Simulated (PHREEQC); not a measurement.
Consider water at 20 °C with 0.16 mol/kgw KOH, 0.017 mol/kgw Na2SiO3 and 0.0067 mol/kgw K3PO4. Closed to the air; pH follows from the charge balance.

Equilibrium calculation in PHREEQC: ion-association model, phreeqc.dat.

```tsv
quantity	before	after
pH	13.23	12.74
ionic strength (mol/kgw)	0.245	0.244
H2SiO4-2 (mol/kgw)	0.0113	0.0107
H3SiO4- (mol/kgw)	0.00570	0.00629
H4SiO4 (mol/kgw)	1.83e-6	3.70e-6
SI of Quartz (SiO2)	-1.65	-1.56
```

### Question
Which change was made?
(A) Na2SiO3 from 0.017 to 0.0085 mol/kgw
(B) K3PO4 left out
(C) temperature from 20 to 35 °C
(D) K3PO4 replaced by KF at the same molality

### Answer
C, temperature from 20 to 35 °C

No solid was allowed to form.
